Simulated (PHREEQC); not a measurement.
# Alkaline etch or developer: speciation

Consider water at 10 °C with 0.0015 mol KOH and 0.0015 mol NaAlO2 per kg of water. Closed to the air; pH follows from the charge balance.

Equilibrium calculation in PHREEQC: ion-association model, phreeqc.dat.

Precipitation was switched off in this run.

Q: Predict the pH.

A: pH 11.68.

Saturation is exceeded, for instance for Gibbsite (slow to form); the values hold only as long as no solid forms. Constants without temperature data keep their 25 °C values here.
